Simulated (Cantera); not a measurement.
Equilibrium for sublimation and decomposition of ceramics: SiC + Si + H2

Charge: 1 mol SiC, 0.012 mol Si, 7.7 mol H2, held at 1.70 bar.

Method: chemical equilibrium by Gibbs-energy minimisation in Cantera with the NASA 1993 tables (ideal gas, pure condensed phases). Candidate condensed phases: C, C6H6, C7H8, C8H18, Si, SiC; 87 gas species. Mutual solubility and eutectic melting of coexisting phases are not modelled. Gases not in the tables: Si2H6 and higher silanes. Kinetics and transport are ignored.

| T (°C) | log p H2 | log p H | log p Si | log p SiH2 | n Si(s) | n SiC(s) | n Si(l) |
|---|---|---|---|---|---|---|---|
| 1177 | 0.23 | -4.91 | -8.51 | -5.88 | 0.0122 | 1.000 | 0 |
| 1252 | 0.23 | -4.51 | -7.72 | -5.46 | 0.0122 | 1.000 | 0 |
| 1327 | 0.23 | -4.15 | -7.01 | -5.07 | 0.0122 | 1.000 | 0 |
| 1402 | 0.23 | -3.82 | -6.36 | -4.72 | 0.0121 | 1.000 | 0 |
| 1477 | 0.23 | -3.52 | -5.82 | -4.45 | 0 | 1.000 | 0.0120 |
| 1552 | 0.23 | -3.24 | -5.34 | -4.22 | 0 | 1.000 | 0.0119 |
| 1627 | 0.23 | -2.99 | -4.90 | -4.00 | 0 | 1.000 | 0.0117 |
| 1702 | 0.23 | -2.75 | -4.49 | -3.81 | 0 | 1.000 | 0.0113 |
| 1777 | 0.23 | -2.53 | -4.11 | -3.62 | 0 | 1.000 | 0.0107 |
| 1852 | 0.23 | -2.33 | -3.76 | -3.45 | 0 | 0.999 | 0.00956 |
| 1927 | 0.23 | -2.14 | -3.43 | -3.30 | 0 | 0.999 | 0.00774 |
| 2002 | 0.23 | -1.96 | -3.13 | -3.15 | 0 | 0.998 | 0.00477 |
log p: log10 of the partial pressure in bar; n: condensed amount in mol.

From 1177 °C to 1402 °C the condensed part is Si(s) + SiC(s). From 1477 °C to 2002 °C the condensed part is Si(l) + SiC(s). The main Si-bearing gas is SiH4 at 1177 °C and Si at 2002 °C.
